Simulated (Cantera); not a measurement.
An adiabatic, constant-volume homogeneous reactor starts with CO : H2 : CH4 : O2 : N2 = 1 : 0.26 : 0.035 : 0.636 : 2.39 (molar parts), equivalence ratio 1.1, at 1250 K and 3750 Torr. Integrator tolerance rtol = 1e-08.

Cantera simulation using GRI-Mech 3.0 (53 species, 325 reactions); the numbers are that mechanism's predictions, not measurements. Above 3000 K some thermodynamic fits are extrapolated.

### Question
What does this change do: constant pressure in place of constant volume?

### Answer
```
quantity                                                            before                                    after
---------------------------------  ---------------------------------------  ---------------------------------------
time of steepest temperature rise                                  21.0 µs                                  22.0 µs
temperature at 6.00 s                                               3005 K                                   2821 K
equilibrium temperature                                             3005 K                                   2821 K
x(CO) at 6.00 s                        0.103 (gas-phase equilibrium 0.103)    0.0893 (gas-phase equilibrium 0.0893)
x(H2) at 6.00 s                    0.00597 (gas-phase equilibrium 0.00597)  0.00523 (gas-phase equilibrium 0.00523)
x(CH4) at 6.00 s                     <1e-12 (gas-phase equilibrium <1e-12)    <1e-12 (gas-phase equilibrium <1e-12)
x(NO2) at 6.00 s                   9.68e-6 (gas-phase equilibrium 9.68e-6)  5.04e-6 (gas-phase equilibrium 5.04e-6)
x(H2O2) at 6.00 s                  6.32e-7 (gas-phase equilibrium 6.32e-7)  3.08e-7 (gas-phase equilibrium 3.08e-7)
```

### Question
What does this change do: pressure from 3750 Torr to 760 Torr?

### Answer
```json
[
 {"quantity": "time of steepest temperature rise", "before": "21.0 µs", "after": "63.5 µs"},
 {"quantity": "temperature at 6.00 s", "before": "3005 K", "after": "2863 K"},
 {"quantity": "equilibrium temperature", "before": "3005 K", "after": "2863 K"},
 {"quantity": "x(CO) at 6.00 s", "before": "0.103 (gas-phase equilibrium 0.103)", "after": "0.113 (gas-phase equilibrium 0.113)"},
 {"quantity": "x(H2) at 6.00 s", "before": "0.00597 (gas-phase equilibrium 0.00597)", "after": "0.00704 (gas-phase equilibrium 0.00704)"},
 {"quantity": "x(CH4) at 6.00 s", "before": "<1e-12 (gas-phase equilibrium <1e-12)", "after": "<1e-12 (gas-phase equilibrium <1e-12)"},
 {"quantity": "x(NO2) at 6.00 s", "before": "9.68e-6 (gas-phase equilibrium 9.68e-6)", "after": "4.76e-6 (gas-phase equilibrium 4.76e-6)"},
 {"quantity": "x(H2O2) at 6.00 s", "before": "6.32e-7 (gas-phase equilibrium 6.32e-7)", "after": "2.32e-7 (gas-phase equilibrium 2.32e-7)"}
]
```
